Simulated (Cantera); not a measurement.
An adiabatic, constant-volume homogeneous reactor starts with CH3OH : O2 : N2 : H2O = 1 : 1.15 : 4.34 : 0.28 (molar parts), at 1023 K and 0.987 atm. Integrator tolerance rtol = 1e-08.

Detailed kinetics in Cantera: GRI-Mech 3.0 (53 species, 325 reactions). GRI-Mech 3.0 was tuned for natural gas; its chemistry of methanol as a main component is partial and can be far from experiment.

### Question
What does this change do: initial temperature 1023 to 1050 K?

### Answer
```csv
quantity,before,after
time of steepest temperature rise,0.255 s,0.139 s
temperature at 9.00 s,2726 K,2735 K
equilibrium temperature,2726 K,2735 K
x(CH3OH) at 9.00 s,<1e-12 (gas-phase equilibrium <1e-12),<1e-12 (gas-phase equilibrium <1e-12)
x(O2) at 9.00 s,0.00358 (gas-phase equilibrium 0.00358),0.00384 (gas-phase equilibrium 0.00384)
x(H2O) at 9.00 s,0.246 (gas-phase equilibrium 0.246),0.245 (gas-phase equilibrium 0.245)
x(CO) at 9.00 s,0.0665 (gas-phase equilibrium 0.0665),0.0669 (gas-phase equilibrium 0.0669)
x(CH2) at 9.00 s,<1e-12 (gas-phase equilibrium <1e-12),<1e-12 (gas-phase equilibrium <1e-12)
x(HO2) at 9.00 s,2.40e-6 (gas-phase equilibrium 2.40e-6),2.56e-6 (gas-phase equilibrium 2.56e-6)
x(HCO) at 9.00 s,1.50e-7 (gas-phase equilibrium 1.50e-7),1.53e-7 (gas-phase equilibrium 1.53e-7)
```
